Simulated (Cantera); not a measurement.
## Equilibrium for calcination and drying: CaCO3 + C + O2 + H2

Charge: 1 mol CaCO3, 0.16 mol C, 0.023 mol O2, 0.1 mol H2, at 0.00500 bar.

Method: chemical equilibrium by Gibbs-energy minimisation in Cantera with the NASA 1993 tables (ideal gas, pure condensed phases). Candidate condensed phases: C, C6H6, C7H8, C8H18, Ca, CaCO3, CaO, Ca(OH)2, H2O; 115 gas species. The numbers say what is thermodynamically allowed, not how fast it happens.

From 673 K to 748 K the condensed part is C(graphite) + CaCO3(calcite). At 823 K the condensed part is CaCO3(calcite) + CaO(s). From 898 K to 1123 K the condensed part is CaO(s).

| T (K) | x H2 | x CO2 | x CO | x H2O | x CH4 | x H | x C2H6 | n C(graphite) | n CaCO3(calcite) | n CaO(s) |
|---|---|---|---|---|---|---|---|---|---|---|
| 673 | 0.669 | 0.109 | 0.0406 | 0.147 | 0.0341 | <1e-12 | 4.66e-9 | 0.139 | 1.00 | 0 |
| 748 | 0.708 | 0.0737 | 0.157 | 0.0535 | 0.00830 | 3.42e-12 | 9.24e-10 | 0.129 | 1.00 | 0 |
| 823 | 0.218 | 0.129 | 0.642 | 0.0121 | 0.000169 | 4.84e-11 | 3.56e-12 | 0 | 0.825 | 0.175 |
| 898 | 0.0378 | 0.662 | 0.259 | 0.0415 | 6.82e-9 | 3.01e-10 | <1e-12 | 0 | 0 | 1.00 |
| 973 | 0.0314 | 0.655 | 0.265 | 0.0480 | 3.41e-10 | 2.71e-9 | <1e-12 | 0 | 0 | 1.00 |
| 1048 | 0.0262 | 0.650 | 0.271 | 0.0531 | 2.51e-11 | 1.77e-8 | <1e-12 | 0 | 0 | 1.00 |
| 1123 | 0.0222 | 0.646 | 0.275 | 0.0571 | 2.55e-12 | 8.98e-8 | <1e-12 | 0 | 0 | 1.00 |
x: gas mole fraction; n: condensed amount in mol.
